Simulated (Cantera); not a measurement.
A closed system holds: 1 mol Si₃N₄, 0.038 mol Si, 4.3 mol H₂, at 18.0 Pa.

Cantera equilibrium calculation (NASA polynomials, part measured and part estimated; ideal gas, pure solids and liquids). Candidate condensed phases: Si, Si₃N₄; 18 gas species. Mutual solubility and eutectic melting of coexisting phases are not modelled. Gases not in the tables: Si₂H₆ and higher silanes. Kinetics and transport are ignored.

Task: Which condensed phases are stable at each of these points (T (°C)): 1200, 1400, 1600, 1800, 2000, 2200, 2400, 2600, 2800?

Result: 
```
T (°C)  condensed phases  Si condensed (%)
------  ----------------  ----------------
1200    Si(s) + Si₃N₄(s)             100.0
1400               Si(s)              99.5
1600               Si(l)              88.6
1800            gas only               0.0
2000            gas only               0.0
2200            gas only               0.0
2400            gas only               0.0
2600            gas only               0.0
2800            gas only               0.0
```

At 1200 °C the condensed part is Si(s) + Si₃N₄(s). At 1400 °C the condensed part is Si(s). At 1600 °C the condensed part is Si(l). From 1800 °C to 2800 °C nothing is condensed.
